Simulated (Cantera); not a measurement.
A Cantera script and its output.

```python
import numpy as np
import cantera as ct

gas = ct.Solution("gri30.yaml")


def delay(T, t_max=10):
    gas.TPX = T, 300000, {'CH4': 1, 'CO': 0.067, 'O2': 3.7, 'N2': 13.9, 'CO2': 2.6}
    reactor = ct.IdealGasReactor(gas, clone=False)
    net = ct.ReactorNet([reactor])
    net.rtol, net.atol = 1e-8, 1e-16
    while net.time < t_max:
        t_old, T_old = net.time, reactor.T
        net.step()
        if reactor.T > T + 400:  # ignition: a rise of 400 K
            return t_old + (T + 400 - T_old) / (reactor.T - T_old) * (net.time - t_old)
    return np.nan


taus = []
for T in [1000, 1100, 1200, 1300, 1400, 1500, 1600, 1700]:
    taus.append(delay(T))
    print(f"T0 = {T:6g} K   tau = {taus[-1]:.4e} s")
```

Output:

```
T0 =   1000 K   tau = 3.1532e-01 s
T0 =   1100 K   tau = 6.1397e-02 s
T0 =   1200 K   tau = 1.4793e-02 s
T0 =   1300 K   tau = 4.1241e-03 s
T0 =   1400 K   tau = 1.3047e-03 s
T0 =   1500 K   tau = 4.6643e-04 s
T0 =   1600 K   tau = 1.8921e-04 s
T0 =   1700 K   tau = 8.6891e-05 s
```

Detailed kinetics in Cantera: GRI-Mech 3.0 (53 species, 325 reactions).
